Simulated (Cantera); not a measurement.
Cantera with NASA thermochemical tables; ideal gases at 1 bar, condensed phases pure. Values are per mole of reaction as written; species without (g) are pure solids or liquids, kept so even where they would boil at 1 bar.

4 H2O(g) + Cr2N = Cr2O3 + NO(g) + 8 H(g), with ΔH° = 1793.2 kJ and ΔS° = 388.8 J/K at 300 K.

Task: How far is the shortcut ΔG° ≈ ΔH°(300 K) − T·ΔS°(300 K) from the full temperature-dependent value at 573, 673, 773, 873, 973, 1073 K?

Result: 
```tsv
T (K)	shortcut (kJ)	full (kJ)	difference (kJ)	difference in log10 K
573	1570.4	1560.2	10.2	-0.93
673	1531.6	1514.0	17.6	-1.36
773	1492.7	1466.5	26.2	-1.77
873	1453.8	1417.8	36.0	-2.15
973	1414.9	1368.3	46.6	-2.50
1073	1376.0	1318.0	58.1	-2.83
```
The shortcut ignores the heat-capacity change of the reaction.
